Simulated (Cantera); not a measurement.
Cantera run:

```python
import numpy as np
import cantera as ct

gas_names = [...]  # 118 gases of nasa_gas.yaml made of C, Cl, F, H
cond_names = """
    C(gr) C6H6(L) C7H8(L) C8H18(L),n-octa
""".split()


# ... load() reads the species with a 1 bar reference pressure and builds the phases ...
atoms = {
    'CHF3': {'C': 1, 'H': 1, 'F': 3},
    'HCl': {'H': 1, 'CL': 1},
    'H2': {'H': 2},
}
top_T = {'C(gr)': 4500}  # K; cautious upper limits of use, not melting points


# ... equilibrate(T, P, feed) seeds the gas with the atoms and calls Mixture.equilibrate('TP', solver="vcs", rtol=1e-11, max_steps=5000) ...
results = []
feed = {'CHF3': 1, 'HCl': 0.041, 'H2': 0.38}  # mol
P = 133.322  # Pa
for T in [2523, 2623, 2723, 2823, 2923, 3023, 3123, 3223, 3323, 3423, 3523]:
    mix = equilibrate(T, P, feed)
    results.append((T, P, feed, dict(zip(mix.species_names, mix.species_moles))))

top = {s: max(r[3][s] / sum(r[3][g] for g in gas_names) for r in results) for s in gas_names}
cols = sorted((s for s in top if top[s] > 1e-05), key=lambda s: -top[s])[:9]
seen = [c for c in cond_names if any(r[3].get(c, 0) > 1e-12 for r in results)]
print("log10 of partial pressures in bar; condensed amounts in mol")
print(f"{'T/K':>10s}" + "".join(f"{s[:9]:>10s}" for s in cols + seen))
for T, P, feed, n in results:
    ng = sum(n[g] for g in gas_names)
    print(f"{T:10.4g}" + "".join(f"{np.log10(max(n[s] / ng * P / 1e5, 1e-99)):10.3f}" for s in cols)
          + "".join(f"{n.get(c, 0):10.4g}" for c in seen))
```

It prints:

```
log10 of partial pressures in bar; condensed amounts in mol
       T/K        HF         F         H         C        C3        CF       CF2        C2        CL     C(gr)
      2523    -3.098    -3.323    -5.542    -6.643    -6.150    -4.779    -4.660    -7.183    -4.742    0.9075
      2623    -3.107    -3.312    -5.093    -6.079    -5.513    -4.642    -4.926    -6.538    -4.748    0.8964
      2723    -3.125    -3.308    -4.681    -5.557    -4.924    -4.522    -5.185    -5.941    -4.759    0.8179
      2823    -3.167    -3.310    -4.318    -5.073    -4.379    -4.417    -5.437    -5.387    -4.783    0.5389
      2923    -3.249    -3.310    -4.024    -4.678    -4.040    -4.374    -5.725    -4.984    -4.827         0
      3023    -3.340    -3.273    -3.800    -4.436    -4.104    -4.424    -6.048    -4.861    -4.855         0
      3123    -3.472    -3.238    -3.638    -4.223    -4.206    -4.484    -6.362    -4.773    -4.890         0
      3223    -3.646    -3.209    -3.531    -4.041    -4.355    -4.563    -6.685    -4.727    -4.926         0
      3323    -3.854    -3.191    -3.466    -3.894    -4.568    -4.669    -7.029    -4.731    -4.960         0
      3423    -4.083    -3.181    -3.431    -3.786    -4.862    -4.808    -7.398    -4.798    -4.986         0
      3523    -4.317    -3.175    -3.412    -3.719    -5.241    -4.977    -7.789    -4.929    -5.003         0
```

Method: chemical equilibrium by Gibbs-energy minimisation in Cantera with the NASA 1993 tables (ideal gas, pure condensed phases).
